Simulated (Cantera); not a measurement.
A perfectly stirred reactor is fed with CH4 : N2 = 1 : 2.3 (molar parts), at 1.00 atm; it is held at 1800 K, and followed from long to short residence time.

Cantera simulation using GRI-Mech 3.0 (53 species, 325 reactions); the numbers are that mechanism's predictions, not measurements. GRI-Mech 3.0 stops at C3 and has no aromatics, soot or wall deposition, so with more carbon than oxygen in the feed, carbon stays in small species such as C2H2 where larger ones or solid carbon would form.

Question: What does this change do: temperature 1800 to 1900 K?

Answer: 
```tsv
quantity	before	after
x(CH4) at τ = 0.600 s	0.0144	0.00684
x(C2H) at τ = 0.600 s	5.74e-7	1.97e-6
x(HCN) at τ = 0.600 s	6.07e-6	5.50e-5
x(H) at τ = 0.600 s	0.000198	0.000454
x(C2H4) at τ = 0.600 s	0.000892	0.000482
x(CH4) at τ = 15.0 ms	0.0846	0.0419
x(C2H) at τ = 15.0 ms	3.98e-7	1.62e-6
x(HCN) at τ = 15.0 ms	6.13e-7	5.37e-6
x(H) at τ = 15.0 ms	0.000139	0.000376
x(C2H4) at τ = 15.0 ms	0.00169	0.000816
```

Question: What does this change do: temperature 1800 to 1723 K?

Answer: 
```
quantity                  before    after
----------------------  --------  -------
x(CH4) at τ = 0.600 s     0.0144   0.0269
x(C2H) at τ = 0.600 s    5.74e-7  1.94e-7
x(HCN) at τ = 0.600 s    6.07e-6  9.99e-7
x(H) at τ = 0.600 s     0.000198  9.46e-5
x(C2H4) at τ = 0.600 s  0.000892  0.00145
x(CH4) at τ = 15.0 ms     0.0846    0.142
x(C2H) at τ = 15.0 ms    3.98e-7  1.03e-7
x(HCN) at τ = 15.0 ms    6.13e-7  8.11e-8
x(H) at τ = 15.0 ms     0.000139  5.15e-5
x(C2H4) at τ = 15.0 ms   0.00169  0.00290
```

Question: What does this change do: pressure from 1.00 atm to 0.0132 atm?

Answer: 
```tsv
quantity	before	after
x(CH4) at τ = 0.600 s	0.0144	0.0402
x(C2H) at τ = 0.600 s	5.74e-7	1.87e-6
x(HCN) at τ = 0.600 s	6.07e-6	1.01e-5
x(H) at τ = 0.600 s	0.000198	0.000644
x(C2H4) at τ = 0.600 s	0.000892	0.000560
x(CH4) at τ = 15.0 ms	0.0846	0.241
x(C2H) at τ = 15.0 ms	3.98e-7	1.73e-7
x(HCN) at τ = 15.0 ms	6.13e-7	4.88e-8
x(H) at τ = 15.0 ms	0.000139	8.66e-5
x(C2H4) at τ = 15.0 ms	0.00169	0.00845
```
Radical loss at walls, strong at low pressure, is not modelled.
